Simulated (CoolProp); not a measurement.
Vapour-liquid equilibrium of propane (1) + R245fa (2) at 2.71 bar; x and y are mole fractions of (1).

Computed with CoolProp (multi-fluid Helmholtz-energy mixture model, Lemmon 2009 and Akasaka 2015; pair parameters Bell 2016).

### Question
Give the bubble temperature and the first vapour's composition at x = 0.05, 0.125, 0.275. Is there an azeotrope?

### Answer
x = 0.05: 294.5 K, y = 0.525; x = 0.125: 274.6 K, y = 0.798; x = 0.275: 261.5 K, y = 0.898. No azeotrope shows between x = 0.05 and 0.95.

Pair parameters are fitted to limited data, so mixtures are less certain than the pure fluids. With so large a gap from Raoult's law the liquid may split in two, which this calculation doesn't test in full.
